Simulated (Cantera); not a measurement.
Input: 1 mol Si2H6, 5.1 mol O3, 9.9 mol N2, held at 1402 °C and 100000 Pa.

These are equilibrium values from Cantera (NASA tables, ideal gas, pure condensed phases), not measurements of a reactor. Candidate condensed phases: H2O, Si, SiO2, Si2N2O, Si3N4; 35 gas species. The feed counts by its element totals alone. The tables hold silica as quartz up to 1696 K and as liquid above; real silica turns to tridymite and cristobalite and melts near 1996 K. Gases not in the tables: Si(OH)4. Rates play no part.

Base state: N2 0.579, O2 0.242, H2O 0.176, NO 0.00242, OH 0.000421, O 1.68e-5 (mole fractions); condensed: SiO2(β-quartz).

### Question
What changes in the equilibrium state with this change: 0.24 mol Cl2 added?

### Answer
```csv
species,before,after
N2,0.579,0.567
O2,0.242,0.244
H2O,0.176,0.159
HCl,0,0.0264
Cl,0,0.00107
Cl2,0,4.08e-5
ClO,0,1.07e-5
"SiO2(β-quartz), mol",2.00,2.00
```
Further candidate phases: NH4Cl.
